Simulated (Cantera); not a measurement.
Charge: 1 mol B₂O₃, 9.1 mol Cl₂, 6.8 mol H₂, equilibrated at 1.90 mbar.

Cantera equilibrium calculation (NASA polynomials, part measured and part estimated; ideal gas, pure solids and liquids). Candidate condensed phases: B, B₂O₃, B₃O₃H₃, H₂O; 33 gas species. The tables' values for BOCl are old estimates; treat these amounts as uncertain. Equilibrium is a limit: real reactors are often held back by kinetics, nucleation or transport.

Problem. At 1125 K, list the 4 most abundant gas species with their mole fractions, and the condensed phases.

Solution. HCl 0.848, Cl₂ 0.135, Cl 0.0173, H₂O 0.000143. Condensed: B₂O₃(l).
